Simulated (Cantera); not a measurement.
Cantera run:

```python
import numpy as np
import cantera as ct

gas_names = [...]  # 113 gases of nasa_gas.yaml made of C, H, O, Pb
cond_names = """
    C(gr) C6H6(L) C7H8(L) C8H18(L),n-octa H2O(s) H2O(L) Pb(cr) Pb(L) PbO(rd) PbO(yw) PbO(L) PbO2(s)
    Pb3O4(s)
""".split()


# ... load() reads the species with a 1 bar reference pressure and builds the phases ...
atoms = {
    'PbO': {'Pb': 1, 'O': 1},
    'CH4': {'C': 1, 'H': 4},
    'CO': {'C': 1, 'O': 1},
}
top_T = {'C(gr)': 4500, 'Pb3O4(s)': 820}  # K; cautious upper limits of use, not melting points


# ... equilibrate(T, P, feed) seeds the gas with the atoms and calls Mixture.equilibrate('TP', solver="vcs", rtol=1e-11, max_steps=5000) ...
results = []
feed = {'PbO': 1, 'CH4': 0.33, 'CO': 0.22}  # mol
T = 1175  # K
for P in [10, 42, 180, 750, 3200, 13000, 56000, 240000, 1000000]:
    mix = equilibrate(T, P, feed)
    results.append((T, P, feed, dict(zip(mix.species_names, mix.species_moles))))

top = {s: max(r[3][s] / sum(r[3][g] for g in gas_names) for r in results) for s in gas_names}
cols = sorted((s for s in top if top[s] > 0.001), key=lambda s: -top[s])[:5]
seen = [c for c in cond_names if any(r[3].get(c, 0) > 1e-12 for r in results)]
print("log10 of partial pressures in bar; condensed amounts in mol")
print(f"{'P/Pa':>10s}" + "".join(f"{s[:9]:>10s}" for s in cols + seen))
for T, P, feed, n in results:
    ng = sum(n[g] for g in gas_names)
    print(f"{P:10.4g}" + "".join(f"{np.log10(max(n[s] / ng * P / 1e5, 1e-99)):10.3f}" for s in cols)
          + "".join(f"{n.get(c, 0):10.4g}" for c in seen))
```

Output:

```
log10 of partial pressures in bar; condensed amounts in mol
      P/Pa        Pb       H2O       CO2        H2        CO     Pb(L)
        10    -4.344    -4.760    -4.888    -4.903    -4.923         0
        42    -3.721    -4.137    -4.264    -4.280    -4.300         0
       180    -3.361    -3.364    -3.491    -3.506    -3.527    0.6138
       750    -3.361    -2.650    -2.777    -2.792    -2.813    0.9254
      3200    -3.361    -2.000    -2.127    -2.142    -2.162    0.9833
   1.3e+04    -3.361    -1.386    -1.514    -1.529    -1.549    0.9959
   5.6e+04    -3.361    -0.751    -0.878    -0.894    -0.914    0.9991
   2.4e+05    -3.361    -0.119    -0.246    -0.261    -0.282    0.9998
     1e+06    -3.361     0.502     0.375     0.357     0.337    0.9999
```

Method: chemical equilibrium by Gibbs-energy minimisation in Cantera with the NASA 1993 tables (ideal gas, pure condensed phases).
